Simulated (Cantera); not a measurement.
Cantera run:

```python
import numpy as np
import cantera as ct

gas_names = [...]  # 95 gases of nasa_gas.yaml made of C, F, H
cond_names = """
    C(gr) C6H6(L) C7H8(L) C8H18(L),n-octa
""".split()


# ... load() reads the species with a 1 bar reference pressure and builds the phases ...
atoms = {
    'C2F6': {'C': 2, 'F': 6},
    'H2': {'H': 2},
}
top_T = {'C(gr)': 4500}  # K; cautious upper limits of use, not melting points


# ... equilibrate(T, P, feed) seeds the gas with the atoms and calls Mixture.equilibrate('TP', solver="vcs", rtol=1e-11, max_steps=5000) ...
results = []
T = 1223.15  # K
P = 6500  # Pa
for m in [0.41, 0.68, 1.1, 1.9, 3.1, 5.1, 8.3, 14]:
    feed = {'C2F6': 1, 'H2': m}  # mol
    mix = equilibrate(T, P, feed)
    results.append((T, P, feed, dict(zip(mix.species_names, mix.species_moles))))

top = {s: max(r[3][s] / sum(r[3][g] for g in gas_names) for r in results) for s in gas_names}
cols = sorted((s for s in top if top[s] > 0.0001), key=lambda s: -top[s])[:7]
seen = [c for c in cond_names if any(r[3].get(c, 0) > 1e-12 for r in results)]
print("log10 of partial pressures in bar; condensed amounts in mol")
print(f"{'n(H2)':>10s}" + "".join(f"{s[:9]:>10s}" for s in cols + seen))
for T, P, feed, n in results:
    ng = sum(n[g] for g in gas_names)
    print(f"{feed['H2']:10.4g}" + "".join(f"{np.log10(max(n[s] / ng * P / 1e5, 1e-99)):10.3f}" for s in cols)
          + "".join(f"{n.get(c, 0):10.4g}" for c in seen))
```

Result:

```
log10 of partial pressures in bar; condensed amounts in mol
     n(H2)        HF        H2       CF4       CH4     C(gr)
      0.41    -1.599   -10.389    -1.400   -22.655     0.705
      0.68    -1.455   -10.040    -1.524   -21.956      0.84
       1.1    -1.343    -9.724    -1.708   -21.325      1.05
       1.9    -1.246    -9.341    -2.085   -20.558      1.45
       3.1    -1.194    -2.972   -14.617    -7.821         2
       5.1    -1.317    -1.774   -17.507    -5.423         2
       8.3    -1.462    -1.516   -18.600    -4.908     1.998
        14    -1.639    -1.376   -19.589    -4.629     1.994
```

Equilibrium computed with Cantera from the NASA thermochemical tables; the gas is ideal and each condensed phase is pure. The feed counts by its element totals alone. Gases not in the tables: C2F6 and larger saturated fluorocarbons.
